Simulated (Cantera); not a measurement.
An isothermal, constant-pressure homogeneous reactor starts with 1.15 % H2, 96.1 % O2, 2.79 % N2, at 1175 K and 0.00120 bar.

Cantera simulation using GRI-Mech 3.0 (53 species, 325 reactions); the numbers are that mechanism's predictions, not measurements. Radical loss at walls, strong at low pressure, is not modelled.

Question: Predict: x(H2) at 9.00 s; x(O2) at 9.00 s; x(H2O2) at 9.00 s; x(O) at 9.00 s; x(H2O) at 9.00 s; x(HO2) at 9.00 s; x(H) at 9.00 s.

Answer: 
```
Item                                                   Value
-----------------  -----------------------------------------
x(H2) at 9.00 s      3.63e-5 (gas-phase equilibrium 2.57e-9)
x(O2) at 9.00 s          0.954 (gas-phase equilibrium 0.960)
x(H2O2) at 9.00 s   1.98e-9 (gas-phase equilibrium 7.50e-12)
x(O) at 9.00 s       0.00611 (gas-phase equilibrium 4.16e-7)
x(H2O) at 9.00 s       0.0110 (gas-phase equilibrium 0.0116)
x(HO2) at 9.00 s     8.54e-8 (gas-phase equilibrium 2.00e-9)
x(H) at 9.00 s     0.000316 (gas-phase equilibrium 1.81e-10)
```
